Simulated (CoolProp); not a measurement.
Sulfur hexafluoride along the isotherm 35.25 °C: Z from the reference equation and from simpler models built on Tc = 45.6 °C, pc = 3.755 MPa, ω = 0.210; each cubic takes its own stable root.

Computed with CoolProp (reference Helmholtz-energy equation of state, Guder 2009).

```json
[
 {"p (MPa)": "0.156", "phase": "gas", "reference": "0.9843", "Pitzer virial": "0.9839", "van der Waals": "0.9865", "Soave-Redlich-Kwong": "0.9841", "Peng-Robinson": "0.9824"},
 {"p (MPa)": "0.313", "phase": "gas", "reference": "0.9682", "Pitzer virial": "0.9678", "van der Waals": "0.9726", "Soave-Redlich-Kwong": "0.9677", "Peng-Robinson": "0.9644"},
 {"p (MPa)": "0.469", "phase": "gas", "reference": "0.9517", "Pitzer virial": "0.9517", "van der Waals": "0.9584", "Soave-Redlich-Kwong": "(withheld)", "Peng-Robinson": "(withheld)"},
 {"p (MPa)": "0.626", "phase": "gas", "reference": "(withheld)", "Pitzer virial": "0.9355", "van der Waals": "0.9438", "Soave-Redlich-Kwong": "0.9339", "Peng-Robinson": "0.9274"},
 {"p (MPa)": "0.782", "phase": "gas", "reference": "0.9173", "Pitzer virial": "0.9195", "van der Waals": "0.9288", "Soave-Redlich-Kwong": "0.9164", "Peng-Robinson": "(withheld)"},
 {"p (MPa)": "0.939", "phase": "gas", "reference": "0.8992", "Pitzer virial": "0.9033", "van der Waals": "0.9133", "Soave-Redlich-Kwong": "0.8983", "Peng-Robinson": "(withheld)"},
 {"p (MPa)": "1.1", "phase": "gas", "reference": "0.8801", "Pitzer virial": "0.8867", "van der Waals": "0.8969", "Soave-Redlich-Kwong": "0.8791", "Peng-Robinson": "0.8679"},
 {"p (MPa)": "1.25", "phase": "gas", "reference": "0.8616", "Pitzer virial": "0.8713", "van der Waals": "0.8811", "Soave-Redlich-Kwong": "0.8607", "Peng-Robinson": "0.8480"},
 {"p (MPa)": "1.41", "phase": "gas", "reference": "0.8411", "Pitzer virial": "0.8548", "van der Waals": "0.8636", "Soave-Redlich-Kwong": "0.8403", "Peng-Robinson": "0.8262"},
 {"p (MPa)": "1.56", "phase": "gas", "reference": "0.8210", "Pitzer virial": "0.8394", "van der Waals": "(withheld)", "Soave-Redlich-Kwong": "0.8205", "Peng-Robinson": "0.8049"},
 {"p (MPa)": "1.72", "phase": "gas", "reference": "0.7987", "Pitzer virial": "0.8229", "van der Waals": "(withheld)", "Soave-Redlich-Kwong": "0.7984", "Peng-Robinson": "0.7814"},
 {"p (MPa)": "1.88", "phase": "gas", "reference": "0.7750", "Pitzer virial": "0.8064", "van der Waals": "0.8078", "Soave-Redlich-Kwong": "0.7753", "Peng-Robinson": "(withheld)"}
]
```

Q: Fill in the missing entries.

A: 
- 0.469, Soave-Redlich-Kwong: 0.9511
- 0.469, Peng-Robinson: 0.9462
- 0.626, reference: 0.9347
- 0.782, Peng-Robinson: 0.9083
- 0.939, Peng-Robinson: 0.8886
- 1.56, van der Waals: 0.8466
- 1.72, van der Waals: 0.8276
- 1.88, Peng-Robinson: 0.7568
